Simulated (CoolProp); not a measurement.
CF4 (R14) along the isotherm 247.9 K: fugacity coefficient from the reference equation and from simpler models built on Tc = 227.4 K, pc = 37.62 bar, ω = 0.178; each cubic takes its own stable root.

Computed with CoolProp (reference Helmholtz-energy equation of state, Platzer 1990). This equation is an older, rougher fit; its heat capacities, sound speeds and derivatives of the liquid may be far off and weren't checked against measurements.

```csv
p (bar),phase,reference
9.41,gas,0.9361
18.8,gas,0.8744
28.2,gas,0.8143
37.6,gas,0.7555
47,supercritical,0.6974
56.4,supercritical,0.6398
65.8,supercritical,0.5861
75.2,supercritical,0.5407
84.7,supercritical,0.5035
94.1,supercritical,0.4736
```

Problem. How far does each simpler model (van der Waals, Redlich-Kwong, Soave-Redlich-Kwong, Peng-Robinson) lie from the reference over these 10 states: mean and median of the absolute difference, and the worst?

Solution. 
- van der Waals: mean 0.7 %, median 0.7 %, worst +1.6 % at 247.9 K and 94.1 bar
- Redlich-Kwong: mean 0.9 %, median 0.9 %, worst -1.6 % at 247.9 K and 65.8 bar
- Soave-Redlich-Kwong: mean 1.1 %, median 0.6 %, worst +3.1 % at 247.9 K and 94.1 bar
- Peng-Robinson: mean 2.7 %, median 3.1 %, worst -3.6 % at 247.9 K and 56.4 bar
